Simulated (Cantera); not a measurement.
Charge: 1 mol Fe3O4, 2 mol CH4, 3.2 mol N2, at 1.00 bar.

Equilibrium computed with Cantera from the NASA thermochemical tables; the gas is ideal and each condensed phase is pure. Candidate condensed phases: C, C6H6, C7H8, C8H18, Fe, Fe(CO)5, FeO, Fe(OH)2, Fe(OH)3, Fe2O3, Fe3O4, H2O; 140 gas species. Each liquid is taken as pure. Mutual solubility and eutectic melting of coexisting phases are not modelled. The tables' stoichiometric FeO is somewhat more stable than real wüstite, so its field is too wide. FeO: taken at fixed stoichiometry. Equilibrium is a limit: real reactors are often held back by kinetics, nucleation or transport.

Task: Which condensed phases are stable at each of these points (T (K)): 1050, 1150, 1250, 1350, 1450, 1550, 1650, 1750, 1850, 1950, 2050, 2150, 2250, 2350?

Result: 
```json
[
 {"T (K)": "1050", "condensed phases": "Fe(α) + FeO(s)", "Fe condensed (%)": "100.0"},
 {"T (K)": "1150", "condensed phases": "Fe(α) + FeO(s)", "Fe condensed (%)": "100.0"},
 {"T (K)": "1250", "condensed phases": "Fe(γ) + FeO(s)", "Fe condensed (%)": "100.0"},
 {"T (K)": "1350", "condensed phases": "Fe(γ) + FeO(s)", "Fe condensed (%)": "100.0"},
 {"T (K)": "1450", "condensed phases": "Fe(γ) + FeO(s)", "Fe condensed (%)": "100.0"},
 {"T (K)": "1550", "condensed phases": "Fe(γ) + FeO(s)", "Fe condensed (%)": "100.0"},
 {"T (K)": "1650", "condensed phases": "Fe(γ) + FeO(l)", "Fe condensed (%)": "100.0"},
 {"T (K)": "1750", "condensed phases": "Fe(δ) + FeO(l)", "Fe condensed (%)": "100.0"},
 {"T (K)": "1850", "condensed phases": "Fe(l) + FeO(l)", "Fe condensed (%)": "100.0"},
 {"T (K)": "1950", "condensed phases": "Fe(l) + FeO(l)", "Fe condensed (%)": "99.9"},
 {"T (K)": "2050", "condensed phases": "Fe(l) + FeO(l)", "Fe condensed (%)": "99.8"},
 {"T (K)": "2150", "condensed phases": "Fe(l) + FeO(l)", "Fe condensed (%)": "99.4"},
 {"T (K)": "2250", "condensed phases": "Fe(l) + FeO(l)", "Fe condensed (%)": "98.6"},
 {"T (K)": "2350", "condensed phases": "Fe(l) + FeO(l)", "Fe condensed (%)": "96.8"}
]
```

From 1050 K to 1150 K the condensed part is Fe(α) + FeO(s). From 1250 K to 1550 K the condensed part is Fe(γ) + FeO(s). At 1650 K the condensed part is Fe(γ) + FeO(l). At 1750 K the condensed part is Fe(δ) + FeO(l). From 1850 K to 2350 K the condensed part is Fe(l) + FeO(l).
